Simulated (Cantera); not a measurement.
Input (Python, Cantera):

```python
import numpy as np
import cantera as ct

gas = ct.Solution("gri30.yaml")
gas.TPX = 1473, 1200, {'H2': 0.0075, 'O2': 1, 'N2': 1.6}
reactor = ct.IdealGasConstPressureReactor(gas, energy="off", clone=False)
net = ct.ReactorNet([reactor])
net.rtol, net.atol = 1e-08, 1e-18
show = ['H2', 'O2', 'H2O', 'HO2', 'H', 'NO']
times = np.geomspace(1e-06, 200, 11)

steps = ct.SolutionArray(gas, extra=["t"])
rows = []
print(f"{'t/s':>10s}{'T/K':>9s}{'P/Pa':>11s}" + "".join(f"{s:>11s}" for s in show))
for t in times:
    while net.time < t:
        t_next = net.step()
        steps.append(gas.state, t=t_next)
    rows.append([np.interp(t, steps.t, y) for y in (steps.T, steps.P, *steps(*show).X.T)])
    print(f"{t:10.3e}{rows[-1][0]:9.1f}{rows[-1][1]:11.4g}" + "".join(f"{x:11.3e}" for x in rows[-1][2:]))
rate = np.gradient(steps.T, steps.t)
print("integrator steps:", len(steps.t))
if steps.T.max() > steps.T[0] + 200:
    print(f"time of steepest temperature rise: {steps.t[rate.argmax()]:.4e} s")
gas.TPX = 1473, 1200, {'H2': 0.0075, 'O2': 1, 'N2': 1.6}
gas.equilibrate("TP")
print(f"equilibrium (TP): T = {gas.T:.1f} K  " + "  ".join(f"{s} {gas[s].X[0]:.3e}" for s in show))
```

Output:

```
       t/s      T/K       P/Pa         H2         O2        H2O        HO2          H         NO
 1.000e-06   1473.0       1200  2.876e-03  3.835e-01  2.605e-16  6.063e-11  5.996e-11  9.498e-24
 6.762e-06   1473.0       1200  2.876e-03  3.835e-01  7.675e-14  4.100e-10  3.809e-10  2.994e-21
 4.573e-05   1473.0       1200  2.876e-03  3.835e-01  1.932e-11  2.772e-09  1.766e-09  9.861e-19
 3.092e-04   1473.0       1200  2.876e-03  3.835e-01  2.583e-09  1.869e-08  3.777e-09  1.767e-16
 2.091e-03   1473.0       1200  2.876e-03  3.835e-01  2.878e-07  1.240e-07  2.795e-08  2.218e-14
 1.414e-02   1473.0       1200  2.371e-04  3.810e-01  2.236e-03  1.258e-07  8.049e-05  6.455e-10
 9.564e-02   1473.0       1200  8.006e-06  3.808e-01  2.624e-03  8.454e-08  5.123e-05  2.317e-08
 6.467e-01   1473.0       1200  6.503e-06  3.811e-01  2.655e-03  7.526e-08  3.709e-05  1.855e-07
 4.373e+00   1473.0       1200  2.325e-06  3.821e-01  2.755e-03  4.117e-08  7.652e-06  7.605e-07
 2.958e+01   1473.0       1200  1.998e-07  3.826e-01  2.845e-03  1.293e-08  1.870e-07  1.356e-06
 2.000e+02   1473.0       1200  5.575e-08  3.826e-01  2.862e-03  1.400e-08  2.748e-08  1.706e-06
integrator steps: 1190
equilibrium (TP): T = 1473.0 K  H2 5.574e-08  O2 3.820e-01  H2O 2.862e-03  HO2 1.399e-08  H 2.745e-08  NO 1.280e-03
```

Detailed kinetics in Cantera: GRI-Mech 3.0 (53 species, 325 reactions). Radical loss at walls, strong at low pressure, is not modelled.
